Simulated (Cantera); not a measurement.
Hydrocarbon pyrolysis for carbon deposition

An isothermal, constant-pressure homogeneous reactor starts with C₂H₆ : N₂ = 1 : 87 (molar parts), at 2023 K and 13300 Pa.

Computed with Cantera and GRI-Mech 3.0 (53 species, 325 reactions). GRI-Mech 3.0 stops at C3 and has no aromatics, soot or wall deposition, so with more carbon than oxygen in the feed, carbon stays in small species such as C2H2 where larger ones or solid carbon would form.

```json
[
 {"t (s)": "5.00e-5", "x C₂H₆": "0.000150", "x C₂H": "1.44e-5", "x CH₃": "0.00741", "x HCN": "4.18e-5", "x CH₂": "0.000144", "x C₂H₄": "0.00342"},
 {"t (s)": "0.000147", "x C₂H₆": "3.65e-6", "x C₂H": "1.49e-5", "x CH₃": "0.00181", "x HCN": "0.000112", "x CH₂": "6.04e-5", "x C₂H₄": "0.00104"},
 {"t (s)": "0.000431", "x C₂H₆": "4.38e-7", "x C₂H": "9.12e-6", "x CH₃": "0.000613", "x HCN": "0.000159", "x CH₂": "2.14e-5", "x C₂H₄": "0.000120"},
 {"t (s)": "0.00126", "x C₂H₆": "8.96e-8", "x C₂H": "6.39e-6", "x CH₃": "0.000268", "x HCN": "0.000192", "x CH₂": "8.29e-6", "x C₂H₄": "1.95e-5"},
 {"t (s)": "0.00371", "x C₂H₆": "1.95e-8", "x C₂H": "5.32e-6", "x CH₃": "0.000123", "x HCN": "0.000221", "x CH₂": "3.51e-6", "x C₂H₄": "4.28e-6"},
 {"t (s)": "0.0109", "x C₂H₆": "3.32e-9", "x C₂H": "5.25e-6", "x CH₃": "5.08e-5", "x HCN": "0.000254", "x CH₂": "1.50e-6", "x C₂H₄": "8.87e-7"},
 {"t (s)": "0.0320", "x C₂H₆": "2.50e-10", "x C₂H": "5.76e-6", "x CH₃": "1.41e-5", "x HCN": "0.000294", "x CH₂": "4.68e-7", "x C₂H₄": "2.44e-7"},
 {"t (s)": "0.0938", "x C₂H₆": "2.58e-12", "x C₂H": "6.60e-6", "x CH₃": "1.44e-6", "x HCN": "0.000320", "x CH₂": "5.58e-8", "x C₂H₄": "1.91e-7"},
 {"t (s)": "0.275", "x C₂H₆": "<1e-12", "x C₂H": "7.57e-6", "x CH₃": "2.22e-7", "x HCN": "0.000323", "x CH₂": "1.00e-8", "x C₂H₄": "1.88e-7"},
 {"t (s)": "0.808", "x C₂H₆": "<1e-12", "x C₂H": "7.82e-6", "x CH₃": "9.57e-8", "x HCN": "0.000324", "x CH₂": "4.46e-9", "x C₂H₄": "1.88e-7"},
 {"t (s)": "2.37", "x C₂H₆": "<1e-12", "x C₂H": "7.83e-6", "x CH₃": "8.17e-8", "x HCN": "0.000326", "x CH₂": "3.80e-9", "x C₂H₄": "1.88e-7"},
 {"t (s)": "6.96", "x C₂H₆": "<1e-12", "x C₂H": "7.82e-6", "x CH₃": "8.23e-8", "x HCN": "0.000332", "x CH₂": "3.83e-9", "x C₂H₄": "1.88e-7"},
 {"t (s)": "20.4", "x C₂H₆": "<1e-12", "x C₂H": "7.82e-6", "x CH₃": "8.42e-8", "x HCN": "0.000349", "x CH₂": "3.92e-9", "x C₂H₄": "1.88e-7"},
 {"t (s)": "60.0", "x C₂H₆": "<1e-12", "x C₂H": "7.80e-6", "x CH₃": "8.96e-8", "x HCN": "0.000397", "x CH₂": "4.17e-9", "x C₂H₄": "1.87e-7"}
]
```
x: mole fraction; the columns are a selection and need not sum to one.

Equilibrium at this temperature and pressure: C₂H₆ <1e-12, C₂H 6.46e-7, CH₃ 1.20e-7, HCN 0.0204, CH₂ 5.57e-9, C₂H₄ 1.55e-8 (gas phase only).
